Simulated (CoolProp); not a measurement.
R141b along the isobar 249 bar: density (kg/m³) from the reference equation and from simpler models built on Tc = 204.4 °C, pc = 42.12 bar, ω = 0.220; each cubic takes its own stable root.

Model: reference Helmholtz-energy equation of state, Lemmon 2006, in CoolProp. It is a short technical equation, of lower accuracy than the large ones.

| T (°C) | phase | reference | van der Waals | Redlich-Kwong | Soave-Redlich-Kwong |
|---|---|---|---|---|---|
| 34.65 | liquid | 1263 | 818.6 | 1159 | 1177 |
| 48.35 | liquid | 1240 | 809.9 | 1141 | 1159 |
| 62.05 | liquid | 1218 | 801.1 | 1122 | 1140 |
| 75.85 | liquid | 1195 | 792.1 | 1102 | 1121 |
| 89.55 | liquid | 1172 | 783.1 | 1083 | 1101 |
| 103.25 | liquid | 1149 | 773.9 | 1063 | 1080 |
| 117.05 | liquid | 1125 | 764.6 | 1042 | 1058 |
| 130.75 | liquid | 1102 | 755.3 | 1022 | 1036 |
| 144.45 | liquid | 1077 | 745.9 | 1001 | 1013 |
| 158.15 | liquid | 1052 | 736.4 | 979.3 | 989.7 |
| 171.95 | liquid | 1027 | 726.7 | 957.6 | 965.3 |
| 185.65 | liquid | 1001 | 717.0 | 935.8 | 940.5 |
| 199.35 | liquid | 975.0 | 707.2 | 913.8 | 915.2 |
| 213.15 | supercritical | 948.3 | 697.2 | 891.6 | 889.2 |
| 226.85 | supercritical | 921.3 | 687.2 | 869.3 | 863.0 |
